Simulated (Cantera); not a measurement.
Cantera run, input and output.

```python
import numpy as np
import cantera as ct

gas = ct.Solution("SiF4_NH3_mec.yaml", "gas")
gas.TPX = 2298, 3000, {'NH3': 1, 'H2': 0.11}
reactor = ct.IdealGasConstPressureReactor(gas, energy="off", clone=False)
net = ct.ReactorNet([reactor])
net.rtol, net.atol = 1e-08, 1e-18
show = ['NH3', 'H2', 'H', 'N2', 'N2H2']
times = np.geomspace(9e-06, 50, 9)

steps = ct.SolutionArray(gas, extra=["t"])
rows = []
print(f"{'t/s':>10s}{'T/K':>9s}{'P/Pa':>11s}" + "".join(f"{s:>11s}" for s in show))
for t in times:
    while net.time < t:
        t_next = net.step()
        steps.append(gas.state, t=t_next)
    rows.append([np.interp(t, steps.t, y) for y in (steps.T, steps.P, *steps(*show).X.T)])
    print(f"{t:10.3e}{rows[-1][0]:9.1f}{rows[-1][1]:11.4g}" + "".join(f"{x:11.3e}" for x in rows[-1][2:]))
rate = np.gradient(steps.T, steps.t)
print("integrator steps:", len(steps.t))
if steps.T.max() > steps.T[0] + 200:
    print(f"time of steepest temperature rise: {steps.t[rate.argmax()]:.4e} s")
gas.TPX = 2298, 3000, {'NH3': 1, 'H2': 0.11}
gas.equilibrate("TP")
print(f"equilibrium (TP): T = {gas.T:.1f} K  " + "  ".join(f"{s} {gas[s].X[0]:.3e}" for s in show))
```

It prints:

```
       t/s      T/K       P/Pa        NH3         H2          H         N2       N2H2
 9.000e-06   2298.0       3000  9.008e-01  9.913e-02  7.023e-06  6.953e-12  1.087e-09
 6.271e-05   2298.0       3000  9.001e-01  9.935e-02  2.426e-05  8.123e-08  1.734e-07
 4.369e-04   2298.0       3000  8.944e-01  1.016e-01  1.311e-04  2.863e-04  1.457e-05
 3.044e-03   2298.0       3000  8.416e-01  1.397e-01  2.536e-04  1.364e-02  3.106e-05
 2.121e-02   2298.0       3000  5.659e-01  3.433e-01  6.362e-04  8.665e-02  1.657e-05
 1.478e-01   2298.0       3000  7.564e-02  7.047e-01  2.363e-03  2.164e-01  1.425e-06
 1.030e+00   2298.0       3000  1.332e-06  7.265e-01  4.141e-02  2.321e-01  1.024e-12
 7.176e+00   2298.0       3000  1.173e-07  7.214e-01  4.728e-02  2.314e-01  7.714e-14
 5.000e+01   2298.0       3000  1.159e-07  7.214e-01  4.728e-02  2.314e-01  7.690e-14
integrator steps: 1990
equilibrium (TP): T = 2298.0 K  NH3 1.159e-07  H2 7.214e-01  H 4.728e-02  N2 2.314e-01  N2H2 7.690e-14
```

Model: the gas-phase N/H chemistry of the illustrative SiF4/NH3 mechanism in the Surface Chemkin manual (1991), integrated in Cantera. Walls and surfaces, which speed up NH3 decomposition in real reactors, are not modelled.
